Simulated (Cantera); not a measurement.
Low-pressure radical oxidation in H2/O2

An isothermal, constant-pressure homogeneous reactor starts with H2 : O2 = 0.08 : 1 (molar parts), at 1250 K and 20.0 Torr.

Computed with Cantera and GRI-Mech 3.0 (53 species, 325 reactions). Radical loss at walls, strong at low pressure, is not modelled. The temperature is held fixed by assumption; the heat of reaction is taken as removed at once.

```tsv
t (s)	x H2	x O2	x H	x OH	x O	x H2O
4.00e-5	0.0741	0.926	9.00e-9	6.75e-9	8.44e-9	4.98e-9
0.000112	0.0741	0.926	5.03e-8	5.25e-8	7.42e-8	9.00e-8
0.000312	0.0741	0.926	3.35e-6	3.71e-6	5.39e-6	8.67e-6
0.000871	0.0128	0.883	0.0167	0.00907	0.0302	0.0484
0.00243	0.00151	0.879	0.0108	0.00518	0.0381	0.0652
0.00679	0.000962	0.897	0.00516	0.00415	0.0232	0.0700
0.0190	0.000338	0.914	0.00102	0.00247	0.00787	0.0744
0.0529	6.39e-5	0.921	8.29e-5	0.00108	0.00147	0.0762
0.148	9.92e-6	0.923	5.15e-6	0.000429	0.000231	0.0767
0.413	1.77e-6	0.923	3.96e-7	0.000183	4.17e-5	0.0768
1.15	3.95e-7	0.923	4.24e-8	8.68e-5	9.39e-6	0.0769
3.22	1.06e-7	0.923	5.98e-9	4.52e-5	2.54e-6	0.0769
8.98	3.48e-8	0.923	1.13e-9	2.59e-5	8.38e-7	0.0769
25.1	1.84e-8	0.923	4.37e-10	1.88e-5	4.43e-7	0.0769
70.0	1.70e-8	0.923	3.89e-10	1.81e-5	4.10e-7	0.0769
```
x: mole fraction; the columns are a selection and need not sum to one.

Equilibrium at this temperature and pressure: H2 1.70e-8, O2 0.923, H 3.89e-10, OH 1.81e-5, O 4.10e-7, H2O 0.0769 (gas phase only).
